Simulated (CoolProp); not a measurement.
Carbonyl sulfide along the isotherm 402.9 K: density (kg/m³) from the reference equation and from simpler models built on Tc = 378.8 K, pc = 63.69 bar, ω = 0.098; each cubic takes its own stable root.

Computed with CoolProp (reference Helmholtz-energy equation of state, Lemmon 2006). It is a short technical equation, of lower accuracy than the large ones.

```tsv
p (bar)	phase	reference
2.65	gas	4.808
5.31	gas	9.751
7.96	gas	14.80
10.6	gas	19.96
13.3	gas	25.38
15.9	gas	30.74
18.6	gas	36.48
21.2	gas	42.17
23.9	gas	48.27
26.5	gas	54.35
29.2	gas	60.88
31.8	gas	67.40
```

Problem. How far does each simpler model (ideal gas, Redlich-Kwong, Soave-Redlich-Kwong) lie from the reference over these 12 states: mean and median of the absolute difference, and the worst?

Solution. 
- ideal gas: mean 8.0 %, median 7.9 %, worst -15.4 % at 402.9 K and 31.8 bar
- Redlich-Kwong: mean 0.2 %, median 0.2 %, worst +0.3 % at 402.9 K and 31.8 bar
- Soave-Redlich-Kwong: mean 0.1 %, median 0.1 %, worst +0.1 % at 402.9 K and 18.6 bar
